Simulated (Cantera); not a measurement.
Boron, boron nitride and boron oxide: borazine + H2O + N2

Feed: 1 mol borazine, 7.5 mol H2O, 50 mol N2.

Method: chemical equilibrium by Gibbs-energy minimisation in Cantera with the NASA 1993 tables (ideal gas, pure condensed phases). Candidate condensed phases: B, BN, B2O3, B3O3H3, H2O; 39 gas species. The feed counts by its element totals alone. Gases not in the tables: H3BO3. Equilibrium is a limit: real reactors are often held back by kinetics, nucleation or transport.

### Question
Map the stable condensed phases over T = 575, 675, 775, 875, 975, 1075, 1175, 1275, 1375, 1475, 1575, 1675 °C and P in Pa = 10, 46, 220, 1000, 4600, 22000, 100000.

### Answer
```
T in °C \ P in Pa
             10     46    220   1000   4600  22000 100000
   1675       A      A      A      A      A      A      A
   1575       A      A      A      A      A      A      A
   1475       A      A      A      A      A      A      B
   1375       A      A      A      A      A      B      B
   1275       A      A      A      A      B      B      B
   1175       A      A      A      B      B      B      B
   1075       A      B      B      B      B      B      B
    975       B      B      B      B      B      B      B
    875       B      B      B      B      B      B      B
    775       B      B      B      B      B      B      B
    675       B      B      B      B      B      B      B
    575       B      B      B      B      B      B      B
```
A: gas only; B: B2O3.
